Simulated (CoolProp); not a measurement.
Vapour-liquid equilibrium of n-pentane (1) + benzene (2) at 159.05 °C; x and y are mole fractions of (1).

The numbers come from the multi-fluid Helmholtz-energy mixture model, Thol 2019 and Thol 2012; pair parameters Bell 2016 in CoolProp.

```
x      bubble pressure (MPa)  y at the bubble point  dew pressure at overall composition x (MPa)  liquid density (mol/L)
-----  ---------------------  ---------------------  -------------------------------------------  ----------------------
0.05                  0.7816                  0.136                                       0.7264                   9.016
0.125                 0.8965                  0.284                                       0.7743                   8.767
0.2                    1.000                  0.394                                       0.8280                   8.522
0.275                  1.096                  0.480                                       0.8885                   8.282
0.35                   1.184                  0.552                                       0.9567                   8.047
0.425                  1.268                  0.614                                        1.033                   7.815
0.5                    1.348                  0.670                                        1.119                   7.586
0.575                  1.426                  0.722                                        1.215                   7.360
0.65                   1.503                  0.772                                        1.319                   7.138
0.725                  1.579                  0.820                                        1.431                   6.917
0.8                    1.654                  0.868                                        1.547                   6.699
0.875                  1.731                  0.917                                        1.665                   6.482
0.95                   1.807                  0.966                                        1.782                   6.266
```

No azeotrope shows between x = 0.05 and 0.95.

The pair parameters rest on a limited set of measurements; away from them the model extrapolates.
